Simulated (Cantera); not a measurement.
Input (Python, Cantera):

```python
import numpy as np
import cantera as ct

gas = ct.Solution("h2o2.yaml")
gas.TPX = 350, 1000000, {'H2': 1, 'O2': 1.16, 'N2': 4.37, 'H2O': 0.018}
inlet = ct.Reservoir(gas, clone=True)
gas.equilibrate("HP")  # start burning
reactor = ct.IdealGasConstPressureReactor(gas, energy="on", clone=False)
exhaust = ct.Reservoir(gas, clone=True)
tau = [0.2, 0.074, 0.028, 0.011, 0.004, 0.0015, 0.00057, 0.00022, 8.2e-05, 3.1e-05][0]
for a, b in ((inlet, reactor), (reactor, exhaust)):
    ct.MassFlowController(a, b, mdot=lambda t: reactor.mass / tau)
net = ct.ReactorNet([reactor])
show = ['H2', 'O2', 'H2O', 'HO2', 'O', 'OH', 'H']

rows = []
print(f"{'tau/s':>10s}{'T/K':>9s}" + "".join(f"{s:>11s}" for s in show))
for tau in [0.2, 0.074, 0.028, 0.011, 0.004, 0.0015, 0.00057, 0.00022, 8.2e-05, 3.1e-05]:
    net.initial_time = 0.0
    net.advance(30 * tau)
    before = gas.X
    net.advance(40 * tau)
    drift = np.max(np.abs(gas.X - before) / (gas.X + 1e-9))
    rows.append([gas.T, *gas[show].X, drift])
    print(f"{tau:10.3e}{gas.T:9.1f}" + "".join(f"{x:11.3e}" for x in gas[show].X))
```

Output:

```
     tau/s      T/K         H2         O2        H2O        HO2          O         OH          H
 2.000e-01   1535.1  2.647e-05  1.091e-01  1.682e-01  1.644e-06  2.033e-06  1.061e-04  9.370e-08
 7.400e-02   1534.7  5.715e-05  1.091e-01  1.682e-01  3.280e-06  3.375e-06  1.307e-04  2.338e-07
 2.800e-02   1534.1  1.213e-04  1.091e-01  1.681e-01  6.714e-06  5.830e-06  1.606e-04  5.848e-07
 1.100e-02   1533.0  2.522e-04  1.092e-01  1.679e-01  1.359e-05  1.028e-05  1.942e-04  1.427e-06
 4.000e-03   1530.6  5.649e-04  1.093e-01  1.676e-01  2.919e-05  1.984e-05  2.344e-04  3.765e-06
 1.500e-03   1525.5  1.250e-03  1.095e-01  1.668e-01  6.006e-05  3.861e-05  2.752e-04  9.595e-06
 5.700e-04   1514.5  2.774e-03  1.102e-01  1.651e-01  1.173e-04  7.331e-05  3.141e-04  2.373e-05
 2.200e-04   1487.6  6.585e-03  1.117e-01  1.608e-01  2.207e-04  1.227e-04  3.246e-04  5.543e-05
 8.200e-05    350.0  1.527e-01  1.772e-01  2.749e-03 -1.503e-17 -1.191e-28 -1.515e-29 -5.263e-32
 3.100e-05    350.0  1.527e-01  1.772e-01  2.749e-03 -2.879e-20 -1.983e-31 -6.567e-34 -1.715e-35
```

Detailed kinetics in Cantera: the H2/O2 subset of GRI-Mech 3.0, which has no nitrogen chemistry. The hydrogen kinetics of GRI-Mech 3.0 are dated; newer H2 mechanisms differ, most at raised pressure.
